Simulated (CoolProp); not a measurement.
Model: reference Helmholtz-energy equation of state, Thol 2016, in CoolProp.

Problem. For hexamethyldisiloxane (MM), give the phase and the density (kg/m³), isothermal compressibility (1/MPa) at 583.3 K and 1930 kPa.

Solution. 
- 583.3 K and 1930 kPa: gas; density 86.8, isothermal compressibility 0.705
